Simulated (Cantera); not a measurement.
## Adiabatic ignition

An adiabatic, constant-pressure homogeneous reactor starts with CH3OH : O2 : N2 = 1 : 1.63 : 6.13 (molar parts), at 1575 K and 52000 Pa.

Model: GRI-Mech 3.0 (53 species, 325 reactions), integrated in Cantera. GRI-Mech 3.0 was tuned for natural gas; its chemistry of methanol as a main component is partial and can be far from experiment.

```csv
t (s),T (K),x CH3OH,x O2,x CO,x NO2,x CO2
1.00e-6,1575,0.114,0.186,1.56e-6,<1e-12,4.45e-7
2.63e-6,1575,0.114,0.186,4.30e-6,<1e-12,1.32e-6
6.92e-6,1575,0.114,0.186,1.16e-5,<1e-12,3.62e-6
1.82e-5,1575,0.114,0.186,3.15e-5,<1e-12,9.67e-6
4.79e-5,1576,0.113,0.185,0.000100,<1e-12,2.57e-5
0.000126,1591,0.103,0.180,0.00130,3.84e-12,8.20e-5
0.000331,2329,<1e-12,0.0424,0.0502,4.71e-9,0.0499
0.000872,2629,<1e-12,0.0357,0.0432,1.54e-7,0.0594
0.00229,2675,<1e-12,0.0333,0.0414,7.41e-7,0.0616
0.00603,2671,<1e-12,0.0316,0.0415,1.64e-6,0.0615
0.0159,2668,<1e-12,0.0306,0.0415,2.12e-6,0.0615
0.0418,2668,<1e-12,0.0306,0.0415,2.14e-6,0.0615
0.110,2668,<1e-12,0.0306,0.0415,2.14e-6,0.0615
0.289,2668,<1e-12,0.0306,0.0415,2.14e-6,0.0615
0.760,2668,<1e-12,0.0306,0.0415,2.14e-6,0.0615
2.00,2668,<1e-12,0.0306,0.0415,2.14e-6,0.0615
```
x: mole fraction; the columns are a selection and need not sum to one.

```yaml
time_of_steepest_temperature_rise: 0.229 ms
temperature at 2.00 s: 2668 K
equilibrium_temperature: 2668 K
x(CH3OH) at 2.00 s: <1e-12 (gas-phase equilibrium <1e-12)
x(O2) at 2.00 s: 0.0306 (gas-phase equilibrium 0.0306)
x(CO) at 2.00 s: 0.0415 (gas-phase equilibrium 0.0415)
```
